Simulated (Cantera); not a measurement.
Input (Python, Cantera):

```python
import numpy as np
import cantera as ct

gas = ct.Solution("gri30.yaml")


def delay(T, t_max=10):
    gas.TPX = T, 170000, {'CH4': 1, 'C2H6': 0.26, 'C3H8': 0.88, 'O2': 6.09, 'N2': 18.9}
    reactor = ct.IdealGasReactor(gas, clone=False)
    net = ct.ReactorNet([reactor])
    net.rtol, net.atol = 1e-8, 1e-16
    while net.time < t_max:
        t_old, T_old = net.time, reactor.T
        net.step()
        if reactor.T > T + 400:  # ignition: a rise of 400 K
            return t_old + (T + 400 - T_old) / (reactor.T - T_old) * (net.time - t_old)
    return np.nan


taus = []
for T in [1225, 1300, 1375, 1450, 1525, 1600, 1675, 1750, 1825]:
    taus.append(delay(T))
    print(f"T0 = {T:6g} K   tau = {taus[-1]:.4e} s")
```

Output:

```
T0 =   1225 K   tau = 1.6075e-03 s
T0 =   1300 K   tau = 5.0686e-04 s
T0 =   1375 K   tau = 1.8554e-04 s
T0 =   1450 K   tau = 7.9536e-05 s
T0 =   1525 K   tau = 3.9422e-05 s
T0 =   1600 K   tau = 2.2117e-05 s
T0 =   1675 K   tau = 1.3729e-05 s
T0 =   1750 K   tau = 9.2372e-06 s
T0 =   1825 K   tau = 6.6242e-06 s
```

Detailed kinetics in Cantera: GRI-Mech 3.0 (53 species, 325 reactions). GRI-Mech 3.0 was tuned for natural gas; its chemistry of propane as a main component is partial and can be far from experiment.
